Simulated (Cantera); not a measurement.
**Thermodynamics of abatement and gas-phase synthesis, feed NH3 + H2 + N2**

Charge: 1 mol NH3, 1.6 mol H2, 4.7 mol N2, equilibrated at 2800 °C and 10.0 mbar.

Equilibrium computed with Cantera from the NASA thermochemical tables; the gas is ideal and each condensed phase is pure. Kinetics and transport are ignored.

```yaml
x(N2): 0.481
x(H): 0.463
x(H2): 0.0555
x(N): 0.000153
x(NH): 1.56e-6
gas_amount: 10.80 mol
```
